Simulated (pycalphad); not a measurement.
CALPHAD calculation (pycalphad, COST 507 light-alloy database (1999)), 1 atm. These are 1990s assessments: newer ones move some temperatures and phases. The system is extrapolated from its subsystems; higher-order compounds may be missing. Phase fractions are per mole of atoms. Diffusion is slow at the low end, where real alloys seldom reach equilibrium.

Give the equilibrium state of Ti-0.7953Al-0.7933C (wt.%) at 1177 °C.

BCC_A2, fraction 0.933, with 0.84 Al, 0.22 C wt.%; FCC_A1, fraction 0.067, with <0.01 Al, 11.3 C wt.%.

Give the equilibrium state of Ti-0.7953Al-0.7933C (wt.%) at 477 °C.


```
T = 750.00 K, P = 101325 Pa, N = 1 mol of atoms
G = -37242 J/mol, H = 4075 J/mol, S = 55.09 J/(mol K)  (SER reference)
chemical potentials (J/mol): Ti -29630, Al -136104, C -230066
phase             fraction      x(Ti)      x(Al)       x(C)
HCP_A3              0.9169     0.9843     0.0149   0.000722
FCC_A1              0.0831     0.6384   6.38e-15     0.3616
```

FCC_A1 is fcc; BCC_A2 is bcc; HCP_A3 is hcp. The fcc model also describes the rock-salt carbide or nitride (TiC, TiN, HfC).
